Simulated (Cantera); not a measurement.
A closed system holds: 1 mol C2H5OH, 0.017 mol NH3, 13 mol N2, 32 mol H2, at 0.405 Torr.

These are equilibrium values from Cantera (NASA tables, ideal gas, pure condensed phases), not measurements of a reactor. Candidate condensed phases: C, C6H6, C7H8, C8H18, H2O; 136 gas species. Kinetics and transport are ignored.

x: gas mole fraction; nothing condenses.

| T (K) | x H | x H2 | x N2 | x CO | x HCN | x CN | x C2H2 (acetylene) |
|---|---|---|---|---|---|---|---|
| 2323 | 0.311 | 0.439 | 0.217 | 0.0172 | 0.0121 | 0.000377 | 0.00168 |
| 2373 | 0.373 | 0.386 | 0.209 | 0.0166 | 0.0115 | 0.000532 | 0.00151 |
| 2423 | 0.439 | 0.331 | 0.201 | 0.0159 | 0.0107 | 0.000738 | 0.00132 |
| 2473 | ___ | ___ | 0.192 | 0.0152 | ___ | ___ | ___ |
| 2523 | ___ | ___ | 0.184 | 0.0146 | ___ | ___ | ___ |
| 2573 | 0.620 | 0.176 | 0.177 | 0.0140 | 0.00775 | 0.00175 | 0.000692 |
| 2623 | 0.668 | 0.136 | 0.171 | 0.0135 | 0.00653 | 0.00219 | 0.000490 |
| 2673 | 0.707 | 0.103 | 0.166 | 0.0131 | 0.00530 | 0.00265 | 0.000321 |

Question: Some entries are withheld; supply them.

Answer: 
- 2523, x H: 0.565
- 2523, x H2: 0.223
- 2523, x HCN: 0.00889
- 2523, x CN: 0.00135
- 2523, x C2H2 (acetylene): 0.000908
- 2473, x H: 0.504
- 2473, x H2: 0.275
- 2473, x HCN: 0.00989
- 2473, x CN: 0.00101
- 2473, x C2H2 (acetylene): 0.00112
